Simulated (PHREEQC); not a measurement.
1 kg of water holding 71 mmol/kgw NaHCO3, 6.6 mmol/kgw Na2CO3, 12 mmol/kgw Na2SO4, 30 mmol/kgw NaCl and 4.3 mmol/kgw KCl is evaporated at 25 °C; the solids stay in contact with the brine. CO2 from the air is kept out. Solids allowed: Arcanite, Burkeite, Glaserite, Halite, Kalicinite, Mirabilite, Misenite, Nahcolite, Natron, Sylvite, Thenardite, Trona. Others were left out.

Computed with PHREEQC (Pitzer model, pitzer.dat).

```tsv
water left (kg)	ionic strength	water activity	Nahcolite (mol)	Halite (mol)	Thenardite (mol)	Trona (mol)
1	0.161	0.996	0	0	0	0
0.6755	0.239	0.994	0	0	0	0
0.5552	0.291	0.993	0	0	0	0
0.375	…	0.989	0	0	0	0
0.3082	…	…	0	0	0	0
0.2082	0.775	0.981	0	0	0	0
0.1407	1.15	0.972	0	0	0	0
0.1156	…	0.967	0	0	0	0
0.07809	…	0.952	0	0	0	0
0.06418	2.33	0.947	0.0118	0	0	0
0.04335	2.90	…	0.0355	0	0	0
0.03564	3.29	0.929	…	0	0	0
0.02407	4.38	0.906	0.0557	0	0	0
0.01627	…	0.868	0.0629	0	0	0
0.01337	7.17	0.839	0.0653	0	0	0
0.008963	9.35	0.764	0.0666	0	0.00122	0.00177
0.007301	9.07	0.743	0.0659	0	0.00514	0.00340
0.004836	9.14	0.723	0.0652	0.00829	0.00806	0.00481
```

### Question
What belongs in the gaps?

### Answer

- 0.375, ionic strength: 0.430
- 0.3082, ionic strength: 0.523
- 0.3082, water activity: 0.987
- 0.1156, ionic strength: 1.40
- 0.07809, ionic strength: 2.07
- 0.04335, water activity: 0.936
- 0.03564, Nahcolite (mol): 0.0439
- 0.01627, ionic strength: 6.04
